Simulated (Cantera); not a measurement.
Charge: 1 mol C6H6, 1.8 mol CO2, 6.4 mol H2, 0.31 mol O2, held at 14.0 Pa.

Equilibrium computed with Cantera from the NASA thermochemical tables; the gas is ideal and each condensed phase is pure. Candidate condensed phases: C, C6H6, C7H8, C8H18, H2O; 110 gas species. Equilibrium is a limit: real reactors are often held back by kinetics, nucleation or transport.

At 2375 °C, list the 7 most abundant gas species with their mole fractions, and the condensed phases.

H 0.738, CO 0.182, H2 0.0353, C3 0.0311, C 0.00811, C2 0.00295, C2H 0.00139. Condensed: C(graphite).
